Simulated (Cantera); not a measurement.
Feed: 1 mol SiH2Cl2, 0.024 mol Cl2, a varied amount of N2, held at 827 °C and 0.150 bar.

Cantera equilibrium calculation (NASA polynomials, part measured and part estimated; ideal gas, pure solids and liquids). Candidate condensed phases: NH4Cl, Si, Si3N4; 28 gas species. N2 is the only nitrogen source here; it is nearly inert below about 1500 K, so the nitride shown seldom forms there in practice. The tables' values for SiCl3 are old estimates; treat these amounts as uncertain. Equilibrium is a limit: real reactors are often held back by kinetics, nucleation or transport.

x: gas mole fraction; n: condensed amount in mol.

| n(N2) (mol) | x N2 | x HCl | x H2 | x SiCl4 | n Si3N4(s) |
|---|---|---|---|---|---|
| 19 | 0.909 | 0.0661 | 0.0162 | … | 0.274 |
| 23 | 0.924 | 0.0563 | 0.0130 | … | 0.276 |
| 29 | 0.939 | 0.0461 | 0.00993 | … | 0.279 |
| 36 | 0.950 | 0.0382 | 0.00770 | … | 0.281 |
| 45 | 0.960 | 0.0314 | 0.00590 | … | 0.284 |
| 56 | 0.967 | 0.0258 | 0.00454 | … | 0.286 |
| 70 | 0.974 | 0.0211 | 0.00346 | … | 0.288 |
| 87 | 0.979 | 0.0173 | 0.00265 | … | 0.290 |
| 110 | 0.983 | 0.0140 | 0.00199 | … | 0.292 |
| 130 | 0.985 | 0.0120 | 0.00162 | … | 0.294 |
| 170 | 0.989 | 0.00936 | 0.00116 | … | 0.296 |
| 210 | 0.991 | 0.00769 | 0.000888 | … | 0.298 |

Q: Fill in the missing entries.

A: 
- 19, x SiCl4: 0.00865
- 23, x SiCl4: 0.00696
- 29, x SiCl4: 0.00533
- 36, x SiCl4: 0.00415
- 45, x SiCl4: 0.00319
- 56, x SiCl4: 0.00246
- 70, x SiCl4: 0.00189
- 87, x SiCl4: 0.00145
- 110, x SiCl4: 0.00109
- 130, x SiCl4: 0.000893
- 170, x SiCl4: 0.000644
- 210, x SiCl4: 0.000497
